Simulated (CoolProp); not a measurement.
Nitrogen along the isotherm 103.4 K: density (kg/m³) from the reference equation and from simpler models built on Tc = 126.2 K, pc = 3.396 MPa, ω = 0.037; each cubic takes its own stable root.

Computed with CoolProp (reference Helmholtz-energy equation of state, Span 2000).

```json
[
 {"p (MPa)": "0.424", "phase": "gas", "reference": "15.01", "van der Waals": "14.74", "Redlich-Kwong": "15.01", "Peng-Robinson": "15.10"},
 {"p (MPa)": "0.849", "phase": "gas", "reference": "33.58", "van der Waals": "32.00", "Redlich-Kwong": "33.45", "Peng-Robinson": "33.90"},
 {"p (MPa)": "1.27", "phase": "liquid", "reference": "670.3", "van der Waals": "53.28", "Redlich-Kwong": "643.6", "Peng-Robinson": "729.1"},
 {"p (MPa)": "1.7", "phase": "liquid", "reference": "673.5", "van der Waals": "459.8", "Redlich-Kwong": "648.7", "Peng-Robinson": "734.4"},
 {"p (MPa)": "2.12", "phase": "liquid", "reference": "676.5", "van der Waals": "465.5", "Redlich-Kwong": "653.5", "Peng-Robinson": "739.3"},
 {"p (MPa)": "2.55", "phase": "liquid", "reference": "679.4", "van der Waals": "470.9", "Redlich-Kwong": "658.1", "Peng-Robinson": "744.1"},
 {"p (MPa)": "2.97", "phase": "liquid", "reference": "682.1", "van der Waals": "475.6", "Redlich-Kwong": "662.4", "Peng-Robinson": "748.5"},
 {"p (MPa)": "3.4", "phase": "liquid", "reference": "684.9", "van der Waals": "480.0", "Redlich-Kwong": "666.6", "Peng-Robinson": "752.9"},
 {"p (MPa)": "3.82", "phase": "liquid", "reference": "687.4", "van der Waals": "484.0", "Redlich-Kwong": "670.5", "Peng-Robinson": "757.0"},
 {"p (MPa)": "4.24", "phase": "liquid", "reference": "689.9", "van der Waals": "487.8", "Redlich-Kwong": "674.3", "Peng-Robinson": "760.9"},
 {"p (MPa)": "4.67", "phase": "liquid", "reference": "692.3", "van der Waals": "491.3", "Redlich-Kwong": "678.0", "Peng-Robinson": "764.8"},
 {"p (MPa)": "5.09", "phase": "liquid", "reference": "694.7", "van der Waals": "494.6", "Redlich-Kwong": "681.4", "Peng-Robinson": "768.4"}
]
```

At some of these states van der Waals gives the other phase, because its saturation line lies elsewhere.
